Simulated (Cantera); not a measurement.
Input: 1 mol SiH₂Cl₂, 12 mol NH₃, 4.3 mol N₂, held at 1100 °C and 8.30 Pa.

Method: chemical equilibrium by Gibbs-energy minimisation in Cantera with the NASA 1993 tables (ideal gas, pure condensed phases). The tables' values for SiCl₃ are old estimates; treat these amounts as uncertain. Kinetics and transport are ignored.

```csv
species,before,after
H₂,0.610,0.607
N₂,0.327,0.325
HCl,0.0594,0.0675
SiCl₂,0.00390,<1e-9
H,0.000285,<1e-9
Cl,2.31e-5,<1e-9
SiCl₃,1.65e-5,<1e-9
"Si₃N₄(s), mol",0.294,0.333
```
Gas species are given as mole fractions.

Task: Name the change that produced these shifts.
A) temperature from 1100 °C to 427 °C
B) temperature from 1100 °C to 1175 °C
C) NH₃ from 12 to 5 mol
D) temperature from 1100 °C to 1302 °C

Result: A, temperature from 1100 °C to 427 °C
